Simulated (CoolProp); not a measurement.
Vapour-liquid equilibrium of R134a (1) + isobutane (2) at 296.8 K; x and y are mole fractions of (1).

Values from CoolProp's multi-fluid Helmholtz-energy mixture model, Tillner-Roth 1994 and Bücker 2006; pair parameters Bell 2016.

```json
[
 {"x": "0.05", "bubble pressure, mixture model (kPa)": "430.1", "bubble pressure, Raoult's law (kPa)": "352.2", "y, mixture model": "0.232", "y, Raoult's law": "0.091"},
 {"x": "0.2", "bubble pressure, mixture model (kPa)": "___", "bubble pressure, Raoult's law (kPa)": "397.4", "y, mixture model": "___", "y, Raoult's law": "0.322"},
 {"x": "0.35", "bubble pressure, mixture model (kPa)": "___", "bubble pressure, Raoult's law (kPa)": "442.7", "y, mixture model": "___", "y, Raoult's law": "0.505"},
 {"x": "0.5", "bubble pressure, mixture model (kPa)": "___", "bubble pressure, Raoult's law (kPa)": "488.0", "y, mixture model": "0.638", "y, Raoult's law": "0.655"},
 {"x": "0.65", "bubble pressure, mixture model (kPa)": "730.1", "bubble pressure, Raoult's law (kPa)": "533.3", "y, mixture model": "0.688", "y, Raoult's law": "0.779"},
 {"x": "0.8", "bubble pressure, mixture model (kPa)": "727.4", "bubble pressure, Raoult's law (kPa)": "578.6", "y, mixture model": "0.760", "y, Raoult's law": "0.883"},
 {"x": "0.95", "bubble pressure, mixture model (kPa)": "678.0", "bubble pressure, Raoult's law (kPa)": "623.9", "y, mixture model": "0.908", "y, Raoult's law": "0.973"}
]
```

Problem. What belongs in the gaps?

Solution. 
- 0.2, bubble pressure, mixture model (kPa): 600.4
- 0.2, y, mixture model: 0.490
- 0.35, bubble pressure, mixture model (kPa): 677.2
- 0.35, y, mixture model: 0.583
- 0.5, bubble pressure, mixture model (kPa): 713.3

The largest gap from Raoult's law is +53.0 % in bubble pressure, at x = 0.35. y crosses x between x = 0.65 and 0.8: the model has an azeotrope there.

Pair parameters are fitted to limited data, so mixtures are less certain than the pure fluids. With so large a gap from Raoult's law the liquid may split in two, which this calculation doesn't test in full.
